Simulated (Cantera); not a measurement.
What does this Cantera script print?

```python
import numpy as np
import cantera as ct

gas_names = """
    Cu CuO Cu2 H HO2 H2 H2O H2O2 O OH O2 O3
""".split()
cond_names = """
    Cu(cr) Cu(L) CuO(s) CuO2H2(s) Cu2O(s) Cu2O(L) H2O(s) H2O(L)
""".split()


# ... load() reads the species with a 1 bar reference pressure and builds the phases ...
atoms = {
    'CuO': {'Cu': 1, 'O': 1},
    'H2': {'H': 2},
    'H2O': {'H': 2, 'O': 1},
}
top_T = {'CuO(s)': 1390}  # K; cautious upper limits of use, not melting points


# ... equilibrate(T, P, feed) seeds the gas with the atoms and calls Mixture.equilibrate('TP', solver="vcs", rtol=1e-11, max_steps=5000) ...
results = []
feed = {'CuO': 1, 'H2': 0.38, 'H2O': 0.04}  # mol
P = 76000  # Pa
for T in [675, 825, 975, 1125, 1275, 1425, 1575, 1725, 1875, 2025, 2175]:
    mix = equilibrate(T, P, feed)
    results.append((T, P, feed, dict(zip(mix.species_names, mix.species_moles))))

top = {s: max(r[3][s] / sum(r[3][g] for g in gas_names) for r in results) for s in gas_names}
cols = sorted((s for s in top if top[s] > 0.001), key=lambda s: -top[s])[:9]
seen = [c for c in cond_names if any(r[3].get(c, 0) > 1e-12 for r in results)]
print("log10 of partial pressures in bar; condensed amounts in mol")
print(f"{'T/K':>10s}" + "".join(f"{s[:9]:>10s}" for s in cols + seen))
for T, P, feed, n in results:
    ng = sum(n[g] for g in gas_names)
    print(f"{T:10.4g}" + "".join(f"{np.log10(max(n[s] / ng * P / 1e5, 1e-99)):10.3f}" for s in cols)
          + "".join(f"{n.get(c, 0):10.4g}" for c in seen))
```

Output:

```
log10 of partial pressures in bar; condensed amounts in mol
       T/K       H2O        O2        Cu        OH        H2    CuO(s)   Cu2O(s)   Cu2O(L)
       675    -0.119   -10.702   -21.168   -13.084   -11.027      0.24      0.38         0
       825    -0.119    -6.867   -16.220    -9.845    -9.484      0.24      0.38         0
       975    -0.119    -4.247   -12.799    -7.609    -8.386    0.2399    0.3801         0
      1125    -0.122    -2.351   -10.296    -5.975    -7.564    0.2301     0.385         0
      1275    -0.177    -1.022    -8.362    -4.782    -6.924         0       0.5         0
      1425    -0.177    -1.022    -6.582    -4.080    -5.847         0       0.5         0
      1575    -0.177    -1.023    -5.192    -3.511    -4.974         0         0       0.5
      1725    -0.178    -1.023    -4.111    -3.042    -4.251         0         0       0.5
      1875    -0.179    -1.025    -3.210    -2.649    -3.644         0         0    0.4998
      2025    -0.183    -1.026    -2.449    -2.315    -3.129         0         0    0.4988
      2175    -0.196    -1.026    -1.798    -2.032    -2.695         0         0    0.4946
```

Equilibrium computed with Cantera from the NASA thermochemical tables; the gas is ideal and each condensed phase is pure. Mutual solubility and eutectic melting of coexisting phases are not modelled.
